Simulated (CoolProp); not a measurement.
Normal hydrogen at 298.15 K and 2.13 MPa flows at 2.3 m/s in a round tube of 100 mm bore and 45 µm roughness, fully developed (64/Re and Nu = 3.66 if laminar; Colebrook and Gnielinski if turbulent). Each further row changes one setting.

Values from CoolProp's reference Helmholtz-energy equation of state, Leachman 2009.

```json
[
 {"case": "as stated", "Reynolds number": "44100", "Darcy friction factor": "0.0229", "pressure drop (Pa/m)": "1.04", "heat-transfer coefficient (W/(m² K))": "187", "mass flow (kg/h)": "111"},
 {"case": "velocity 4.6 m/s", "Reynolds number": "88300", "Darcy friction factor": "0.0205", "pressure drop (Pa/m)": "3.71", "heat-transfer coefficient (W/(m² K))": "335", "mass flow (kg/h)": "222"},
 {"case": "diameter 200 mm", "Reynolds number": "88300", "Darcy friction factor": "0.0195", "pressure drop (Pa/m)": "0.442", "heat-transfer coefficient (W/(m² K))": "159", "mass flow (kg/h)": "445"}
]
```

Viscosity comes from a separate model (Muzny 2013). Thermal conductivity comes from a separate model (Assael 2011).
